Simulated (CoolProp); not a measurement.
Properties of water along the isobar 1000 bar.

Computed with CoolProp (reference Helmholtz-energy equation of state, Wagner 2002).

```csv
T (K),phase,density (kg/m³),cp (kJ/(kg K)),expansivity (1/kK),conductivity (mW/(m K))
580.8,liquid,814.4,4.426,1.427,655
604.2,liquid,786.3,4.520,1.571,630
627.5,liquid,756.7,4.629,1.736,603
650.9,supercritical,725.0,4.756,1.928,574
674.2,supercritical,691.4,4.901,2.149,544
697.5,supercritical,655.7,5.065,2.401,512
720.9,supercritical,617.9,5.241,2.681,480
744.2,supercritical,578.5,5.411,2.971,447
767.6,supercritical,537.9,5.546,3.237,414
790.9,supercritical,497.6,5.610,3.431,383
814.3,supercritical,458.7,5.585,3.523,354
837.6,supercritical,422.5,5.472,3.504,327
861,supercritical,389.7,5.285,3.386,305
884.3,supercritical,360.9,5.054,3.199,286
```

Thermal conductivity comes from a separate model (Huber 2012).
